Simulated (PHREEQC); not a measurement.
A solution holds 0.00025 mol CaSO4, 7.9e-05 mol NaF and 0.21 mol KCl per kg of water, at 20 °C. Closed to the air; pH follows from the charge balance.

The numbers come from PHREEQC with the ion-association model, phreeqc.dat.

Question: The ionic strength comes out as 0.211 mol/kgw. What activity coefficients do Ca+2, KSO4-, K+, Cl-, F- get?

Answer: Ca+2 0.32, KSO4- 0.74, K+ 0.71, Cl- 0.71, F- 0.70.

Precipitation was switched off in this run.
